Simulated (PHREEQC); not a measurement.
Dissolve 0.0032 mol/kgw CaSO4, 0.00033 mol/kgw NaHCO3 and 0.001 mol/kgw H4SiO4 at 20 °C. Closed to the air; pH follows from the charge balance.

Equilibrium calculation in PHREEQC: ion-association model, phreeqc.dat.

No solid was allowed to form.

**Question.** Predict the pH, ionic strength.

**Answer.** pH 7.77; ionic strength 0.0110 mol/kgw.

**Question.** In which forms is Ca present?

**Answer.** Ca+2 83 %, CaSO4 17 % of the Ca.

The solution is supersaturated, for example in Quartz (slow to form), Chalcedony (slow to form), so a real one may precipitate; this is no full list. Complexes and solids missing from the database can't appear.
